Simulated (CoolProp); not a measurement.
Vapour-liquid equilibrium of R134a (1) + R142b (2) at 0.015 MPa; x and y are mole fractions of (1).

Values from CoolProp's multi-fluid Helmholtz-energy mixture model, Tillner-Roth 1994 and Lemmon 2006; pair parameters Bell 2016.

**Question.** Give the bubble temperature and the first vapour's composition at x = 0.05, 0.35, 0.95. Is there an azeotrope?

**Answer.** x = 0.05: -49.6 °C, y = 0.125; x = 0.35: -55.4 °C, y = 0.569; x = 0.95: -60.6 °C, y = 0.968. No azeotrope shows between x = 0.05 and 0.95.

The pair parameters rest on a limited set of measurements; away from them the model extrapolates.
